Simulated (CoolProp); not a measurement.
Vapour-liquid equilibrium of R1234ze(E) (1) + n-pentane (2) at 255.7 K; x and y are mole fractions of (1).

Computed with CoolProp (multi-fluid Helmholtz-energy mixture model, Thol 2016 and Thol 2019; pair parameters Bell 2016).

Q: Give the bubble pressure and the first vapour's composition at x = 0.575, 0.875, 0.95. Is there an azeotrope?

A: x = 0.575: 90.68 kPa, y = 0.922; x = 0.875: 101.7 kPa, y = 0.957; x = 0.95: 105.5 kPa, y = 0.978. No azeotrope shows between x = 0.05 and 0.95.

The pair parameters rest on a limited set of measurements; away from them the model extrapolates. With so large a gap from Raoult's law the liquid may split in two, which this calculation doesn't test in full.
